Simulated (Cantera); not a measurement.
Charge: 1 mol CO, 0.66 mol O2, 4.3 mol N2, at 1.40 mbar.

Method: chemical equilibrium by Gibbs-energy minimisation in Cantera with the NASA 1993 tables (ideal gas, pure condensed phases). Candidate condensed phases: C; 24 gas species. Rates play no part. All values below are at 2450 °C.

Base state: N2 0.665, O 0.150, CO 0.149, O2 0.0198, NO 0.00929, CO2 0.00719, N 4.25e-5 (mole fractions); condensed: gas only.

**Question.** What changes in the equilibrium state with this change: O2 from 0.66 to 0.42 mol?

**Answer.** 
| species | before | after |
|---|---|---|
| N2 | 0.665 | 0.710 |
| CO | 0.149 | 0.160 |
| O | 0.150 | 0.107 |
| O2 | 0.0198 | 0.0101 |
| NO | 0.00929 | 0.00686 |
| CO2 | 0.00719 | 0.00554 |
| N | 4.25e-5 | 4.39e-5 |
